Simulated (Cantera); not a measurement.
Standard-state values (1 bar) from the NASA 1993 polynomials, evaluated with Cantera. Values are per mole of reaction as written; species without (g) are pure solids or liquids, kept so even where they would boil at 1 bar.

2 Pb(g) + H2O2(g) → H2(g) + 2 PbO, with ΔH° = -692.8 kJ and ΔS° = -321.7 J/K at 300 K.

How far is the shortcut ΔG° ≈ ΔH°(300 K) − T·ΔS°(300 K) from the full temperature-dependent value at 450, 600, 750, 900, 1050, 1200, 1350, 1500, 1650, 1800 K?


```
T (K)  shortcut (kJ)  full (kJ)  difference (kJ)  difference in log10 K  condensed phases
-----  -------------  ---------  ---------------  ---------------------  ----------------
450           -548.1     -549.4              1.3                  -0.15          PbO(red)
600           -499.8     -504.6              4.7                  -0.41          PbO(red)
750           -451.6     -461.5              9.9                  -0.69          PbO(red)
900           -403.3     -419.7             16.4                  -0.95       PbO(yellow)
1050          -355.0     -379.0             24.0                  -1.19       PbO(yellow)
1200          -306.8     -341.0             34.3                  -1.49            PbO(l)
1350          -258.5     -308.8             50.3                  -1.95            PbO(l)
1500          -210.3     -277.5             67.2                  -2.34            PbO(l)
1650          -162.0     -246.8             84.8                  -2.69            PbO(l)
1800          -113.8     -216.9            103.1                  -2.99            PbO(l)
```
The shortcut ignores heat capacities and the phase changes listed.
